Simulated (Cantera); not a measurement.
Cantera run:

```python
import numpy as np
import cantera as ct

gas_names = """
    B BH BH2 BH3 BO BO2 B2 B2O B2O2 B2O3 B3O3H3 H HBO HBO2 HO2 H2 H2O H2O2 H3B3O6 O OH O2 O3
""".split()
cond_names = """
    B(b) B(L) B2O3(L) B3O3H3(cr) H2O(s) H2O(L)
""".split()


# ... load() reads the species with a 1 bar reference pressure and builds the phases ...
atoms = {
    'B2O3': {'B': 2, 'O': 3},
    'O2': {'O': 2},
    'H2': {'H': 2},
}
top_T = {}  # K; cautious upper limits of use, not melting points


# ... equilibrate(T, P, feed) seeds the gas with the atoms and calls Mixture.equilibrate('TP', solver="vcs", rtol=1e-11, max_steps=5000) ...
results = []
feed = {'B2O3': 1, 'O2': 0.44, 'H2': 82}  # mol
P = 490  # Pa
for T in [1573, 1623, 1673, 1723, 1773, 1823, 1873, 1923, 1973, 2023, 2073, 2123]:
    mix = equilibrate(T, P, feed)
    results.append((T, P, feed, dict(zip(mix.species_names, mix.species_moles))))

top = {s: max(r[3][s] / sum(r[3][g] for g in gas_names) for r in results) for s in gas_names}
cols = sorted((s for s in top if top[s] > 0.001), key=lambda s: -top[s])[:7]
seen = [c for c in cond_names if any(r[3].get(c, 0) > 1e-12 for r in results)]
print("log10 of partial pressures in bar; condensed amounts in mol")
print(f"{'T/K':>10s}" + "".join(f"{s[:9]:>10s}" for s in cols + seen))
for T, P, feed, n in results:
    ng = sum(n[g] for g in gas_names)
    print(f"{T:10.4g}" + "".join(f"{np.log10(max(n[s] / ng * P / 1e5, 1e-99)):10.3f}" for s in cols)
          + "".join(f"{n.get(c, 0):10.4g}" for c in seen))
```

Output:

```
log10 of partial pressures in bar; condensed amounts in mol
       T/K        H2         H      HBO2       H2O       HBO        BO      B2O3
      1573    -2.321    -5.552    -4.112    -4.677    -4.832    -6.691    -4.898
      1623    -2.322    -5.321    -4.123    -4.633    -4.769    -6.425    -4.910
      1673    -2.322    -5.105    -4.135    -4.591    -4.711    -6.178    -4.926
      1723    -2.323    -4.901    -4.147    -4.550    -4.660    -5.949    -4.944
      1773    -2.324    -4.708    -4.161    -4.511    -4.615    -5.735    -4.966
      1823    -2.325    -4.526    -4.176    -4.473    -4.576    -5.537    -4.992
      1873    -2.327    -4.354    -4.192    -4.436    -4.543    -5.353    -5.023
      1923    -2.329    -4.190    -4.211    -4.400    -4.517    -5.184    -5.059
      1973    -2.332    -4.036    -4.233    -4.364    -4.497    -5.028    -5.102
      2023    -2.336    -3.889    -4.258    -4.330    -4.485    -4.887    -5.152
      2073    -2.341    -3.750    -4.288    -4.296    -4.481    -4.759    -5.212
      2123    -2.347    -3.619    -4.322    -4.264    -4.486    -4.644    -5.282
```

Method: chemical equilibrium by Gibbs-energy minimisation in Cantera with the NASA 1993 tables (ideal gas, pure condensed phases).
